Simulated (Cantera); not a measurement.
An isothermal plug-flow reactor at 1300 K and 1950 Torr (inlet), inlet velocity 2.7 m/s, active area per volume 3000 1/m; feed CH4 : O2 : N2 : H2O = 0.0055 : 0.15 : 0.79 : 0.0059 (molar parts), equivalence ratio 0.073.

Model: Deutschmann's 1995 Pt surface mechanism with GRI-Mech 3.0 gas chemistry, integrated in Cantera. Catalytic surfaces can have several steady states; this one follows from the mechanism file's or the stated starting coverage. Mass transfer to the wall is taken as infinitely fast.

What does this change do: temperature 1300 to 1125 K?


```tsv
quantity	before	after
x(CH4) at z = 0.004 m	0.000604	0.00327
x(O2) at z = 0.004 m	0.148	0.153
x(H2O) at z = 0.004 m	0.0163	0.0111
x(CO2) at z = 0.004 m	0.00492	0.00245
x(CO) at z = 0.004 m	1.86e-6	2.54e-6
θ(free Pt) at the exit	0.426	0.249
θ(O*) at the exit	0.572	0.748
θ(OH*) at the exit	0.00201	0.00224
```

What does this change do: area per volume 3000 to 1700 1/m?


```csv
quantity,before,after
x(CH4) at z = 0.004 m,0.000604,0.00151
x(O2) at z = 0.004 m,0.148,0.150
x(H2O) at z = 0.004 m,0.0163,0.0143
x(CO2) at z = 0.004 m,0.00492,0.00392
x(CO) at z = 0.004 m,1.86e-6,4.69e-6
θ(free Pt) at the exit,0.426,0.425
θ(O*) at the exit,0.572,0.573
θ(OH*) at the exit,0.00201,0.00189
```
